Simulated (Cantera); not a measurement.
Formation from one mole of S2

Cantera with NASA thermochemical tables; ideal gases at 1 bar, condensed phases pure. Values are per mole of reaction as written; species without (g) are pure solids or liquids, kept so even where they would boil at 1 bar.

4 Na + S2(g) ⇌ 2 Na2S

```tsv
T (K)	ΔH° (kJ)	ΔS° (J/K)	ΔG° (kJ)	log10 K
375	-869.9	-265.6	-770.3	107.29
400	-869.7	-265.1	-763.6	99.72
425	-869.5	-264.6	-757.0	93.04
450	-869.2	-264.0	-750.4	87.10
475	-868.9	-263.3	-743.8	81.79
500	-868.6	-262.6	-737.2	77.02
525	-868.2	-261.9	-730.7	72.70
550	-867.8	-261.2	-724.1	68.77
```

2 H2(g) + S2(g) ⇌ 2 H2S(g)

| T (K) | ΔH° (kJ) | ΔS° (J/K) | ΔG° (kJ) | log10 K |
|---|---|---|---|---|
| 375 | -171.1 | -83.2 | -139.9 | 19.49 |
| 400 | -171.6 | -84.5 | -137.8 | 18.00 |
| 425 | -172.2 | -85.8 | -135.7 | 16.68 |
| 450 | -172.7 | -87.0 | -133.5 | 15.50 |
| 475 | -173.2 | -88.1 | -131.3 | 14.44 |
| 500 | -173.7 | -89.1 | -129.1 | 13.49 |
| 525 | -174.1 | -90.0 | -126.9 | 12.62 |
| 550 | -174.6 | -90.9 | -124.6 | 11.83 |

2 Ni + S2(g) ⇌ 2 NiS

```
T (K)  ΔH° (kJ)  ΔS° (J/K)  ΔG° (kJ)  log10 K
-----  --------  ---------  --------  -------
375      -303.4     -179.9    -235.9    32.87
400      -303.2     -179.3    -231.5    30.22
425      -302.9     -178.7    -227.0    27.90
450      -302.7     -178.1    -222.5    25.83
475      -302.4     -177.6    -218.1    23.98
500      -302.2     -177.1    -213.6    22.32
525      -301.9     -176.6    -209.2    20.82
550      -301.7     -176.2    -204.8    19.45
```

1.5 Ni + S2(g) ⇌ 0.5 Ni3S4

```
T (K)  ΔH° (kJ)  ΔS° (J/K)  ΔG° (kJ)  log10 K
-----  --------  ---------  --------  -------
375      -278.1     -177.3    -211.6    29.48
400      -277.8     -176.5    -207.2    27.06
425      -277.5     -175.7    -202.8    24.92
450      -277.1     -174.9    -198.4    23.03
475      -276.7     -174.1    -194.0    21.34
500      -276.3     -173.3    -189.7    19.82
525      -275.9     -172.5    -185.4    18.44
550      -275.5     -171.7    -181.1    17.20
```
